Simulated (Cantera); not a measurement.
Charge: 1 mol Si₂H₆, 2.9 mol NO, 6.4 mol H₂, 0.1 mol O₂, at 1750 K and 100 Torr.

Method: chemical equilibrium by Gibbs-energy minimisation in Cantera with the NASA 1993 tables (ideal gas, pure condensed phases). The feed counts by its element totals alone. Mutual solubility and eutectic melting of coexisting phases are not modelled. The tables hold silica as quartz up to 1696 K and as liquid above; real silica turns to tridymite and cristobalite and melts near 1996 K. Rates play no part.

| species | before | after |
|---|---|---|
| H₂ | 0.866 | 0.797 |
| N₂ | 0.113 | 0.123 |
| SiO | 0.0204 | 0.0773 |
| H | 0.000593 | 0.00208 |
| H₂O | 0.000255 | 0.000828 |
| SiO₂(condensed), mol | 1.32 | 1.09 |
| Si₂N₂O(s), mol | 0.227 | 0 |
Gas species are given as mole fractions.

Task: Name the change that produced these shifts.
(A) temperature from 1750 K to 1725 K
(B) temperature from 1750 K to 1625 K
(C) temperature from 1750 K to 1775 K
(D) pressure from 100 Torr to 7.50 Torr

Result: D, pressure from 100 Torr to 7.50 Torr
